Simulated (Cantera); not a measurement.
Input: 1 mol Si3N4, 2.6 mol H2O, a varied amount of H2, held at 1677 °C and 66.0 Pa.

Cantera equilibrium calculation (NASA polynomials, part measured and part estimated; ideal gas, pure solids and liquids). Candidate condensed phases: H2O, Si, SiO2, Si2N2O, Si3N4; 35 gas species. The tables' values for SiN are old estimates; treat these amounts as uncertain. Gases not in the tables: Si2H6 and higher silanes. Kinetics and transport are ignored.

x: gas mole fraction; n: condensed amount in mol.

```json
[
 {"n(H2) (mol)": "1", "x H2": "0.402", "x SiO": "0.301", "x N2": "0.231", "x Si": "0.0361", "x H": "0.0283", "n Si(l)": "___"},
 {"n(H2) (mol)": "1.3", "x H2": "0.421", "x SiO": "0.290", "x N2": "0.223", "x Si": "0.0361", "x H": "0.0289", "n Si(l)": "___"},
 {"n(H2) (mol)": "1.6", "x H2": "0.438", "x SiO": "0.280", "x N2": "0.215", "x Si": "0.0361", "x H": "0.0295", "n Si(l)": "___"},
 {"n(H2) (mol)": "2", "x H2": "0.459", "x SiO": "0.268", "x N2": "0.206", "x Si": "0.0361", "x H": "0.0302", "n Si(l)": "___"},
 {"n(H2) (mol)": "2.4", "x H2": "0.478", "x SiO": "0.257", "x N2": "0.197", "x Si": "0.0361", "x H": "0.0308", "n Si(l)": "___"},
 {"n(H2) (mol)": "3", "x H2": "0.504", "x SiO": "0.242", "x N2": "0.186", "x Si": "0.0354", "x H": "0.0317", "n Si(l)": "0"},
 {"n(H2) (mol)": "3.8", "x H2": "0.536", "x SiO": "0.225", "x N2": "0.173", "x Si": "0.0330", "x H": "0.0327", "n Si(l)": "0"},
 {"n(H2) (mol)": "4.7", "x H2": "0.567", "x SiO": "0.208", "x N2": "0.160", "x Si": "0.0306", "x H": "0.0336", "n Si(l)": "0"},
 {"n(H2) (mol)": "5.8", "x H2": "0.599", "x SiO": "0.191", "x N2": "0.147", "x Si": "0.0281", "x H": "0.0345", "n Si(l)": "0"},
 {"n(H2) (mol)": "7.2", "x H2": "0.633", "x SiO": "0.173", "x N2": "0.133", "x Si": "0.0255", "x H": "0.0355", "n Si(l)": "0"}
]
```

**Question.** Complete the blanks.

**Answer.** 
- 1, n Si(l): 0.0722
- 1.3, n Si(l): 0.0601
- 1.6, n Si(l): 0.0480
- 2, n Si(l): 0.0318
- 2.4, n Si(l): 0.0157
